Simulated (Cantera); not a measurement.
A closed system holds: 1 mol Ti(OiPr)4, 0.22 mol H2O, 16 mol N2, at 133 Pa.

These are equilibrium values from Cantera (NASA tables, ideal gas, pure condensed phases), not measurements of a reactor. Candidate condensed phases: C, C6H6, C7H8, C8H18, H2O, Ti, TiC, TiN, TiO, TiO2, Ti2O3, Ti3O5, Ti4O7; 139 gas species. The feed counts by its element totals alone. TiC: taken at fixed stoichiometry. Kinetics and transport are ignored.

log p: log10 of the partial pressure in bar; n: condensed amount in mol.

```csv
T (°C),log p N2,log p H2,log p CO,log p H,log p HCN,log p HNC,n C(graphite),n TiC(s)
1202,-3.21,-3.26,-3.79,-6.52,…,-8.10,6.77,1.00
1302,-3.21,-3.26,-3.79,-6.01,…,-7.66,6.75,1.00
1402,-3.21,-3.26,-3.79,-5.57,…,-7.28,6.73,1.00
1502,-3.21,-3.26,-3.79,-5.17,…,-6.95,6.69,1.00
1602,-3.21,-3.27,-3.79,-4.82,…,-6.65,6.64,1.000
1702,-3.22,-3.28,-3.79,-4.50,…,-6.39,6.55,1.000
1802,-3.22,-3.30,-3.80,-4.22,…,-6.16,6.44,1.000
```

Question: What belongs in the gaps?

Answer: 
- 1202, log p HCN: -6.29
- 1302, log p HCN: -5.99
- 1402, log p HCN: -5.73
- 1502, log p HCN: -5.50
- 1602, log p HCN: -5.30
- 1702, log p HCN: -5.12
- 1802, log p HCN: -4.97
